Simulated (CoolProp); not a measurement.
Vapour-liquid equilibrium of benzene (1) + m-xylene (2) at 11.8 bar; x and y are mole fractions of (1).

Values from CoolProp's multi-fluid Helmholtz-energy mixture model, Thol 2012 and Zhou 2012; pair parameters Bell 2016.

```csv
x,bubble temperature (K),y at the bubble point,dew temperature at overall composition x (K),liquid density (mol/L)
0.05,529.6,0.103,532.2,5.854
0.15,519.8,0.284,527.1,6.122
0.25,510.7,0.436,521.7,6.393
0.35,502.3,0.562,515.9,6.668
0.45,494.6,0.667,509.8,6.948
0.55,487.4,0.754,503.2,7.236
0.65,480.8,0.827,495.9,7.532
0.75,474.7,0.888,487.8,7.838
0.85,469.0,0.939,478.6,8.156
0.95,463.7,0.981,467.6,8.487
```

No azeotrope shows between x = 0.05 and 0.95.

The pair parameters rest on a limited set of measurements; away from them the model extrapolates.
